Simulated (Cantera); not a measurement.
A Cantera script and what it prints.

```python
import numpy as np
import cantera as ct

gas_names = """
    AL ALCL ALCL2 ALCL3 ALH ALN AL2 AL2CL6 CL CL2 H HCL H2 N NH NH2 NH3 N2 N2H2 N2H4
""".split()
cond_names = """
    AL(cr) AL(L) ALCL3(s) ALCL3(L) ALN(s) NH4CL(a) NH4CL(b)
""".split()


# ... load() reads the species with a 1 bar reference pressure and builds the phases ...
atoms = {
    'AlN': {'AL': 1, 'N': 1},
    'HCl': {'H': 1, 'CL': 1},
}
top_T = {'ALN(s)': 2750}  # K; cautious upper limits of use, not melting points


# ... equilibrate(T, P, feed) seeds the gas with the atoms and calls Mixture.equilibrate('TP', solver="vcs", rtol=1e-11, max_steps=5000) ...
results = []
feed = {'AlN': 1, 'HCl': 1.6}  # mol
T = 1225  # K
P = 13332.2  # Pa
mix = equilibrate(T, P, feed)
results.append((T, P, feed, dict(zip(mix.species_names, mix.species_moles))))
print(gas.report(threshold=0.001))
for i in range(1, mix.n_phases):
    print(f"{mix.phase(i).name:16s} {mix.phase_moles(i):12.5e} mol")
```

Output:

```
       temperature   1225 K
          pressure   13332 Pa
           density   0.063287 kg/m^3
  mean mol. weight   48.348 kg/kmol
   phase of matter   gas

                          1 kg             1 kmol
                     ---------------   ---------------
          enthalpy       -2.8993e+06       -1.4018e+08  J
   internal energy         -3.11e+06       -1.5036e+08  J
           entropy            5992.5        2.8973e+05  J/K
    Gibbs function        -1.024e+07       -4.9509e+08  J
 heat capacity c_p            963.31             46574  J/K
 heat capacity c_v            791.34             38260  J/K

                      mass frac. Y      mole frac. X     chem. pot. / RT
                     ---------------   ---------------   ---------------
             ALCL3           0.79891            0.2897            -104.6
               HCL          0.097951            0.1299           -37.936
                H2           0.01814           0.43504           -20.881
                N2          0.084046           0.14505           -29.358
     [  +16 minor]        0.00095815        0.00032072

AL(L)             0.00000e+00 mol
ALCL3(L)          0.00000e+00 mol
ALN(s)            5.35822e-01 mol
```

These are equilibrium values from Cantera (NASA tables, ideal gas, pure condensed phases), not measurements of a reactor. The tables' values for AlCl2 are old estimates; treat these amounts as uncertain.
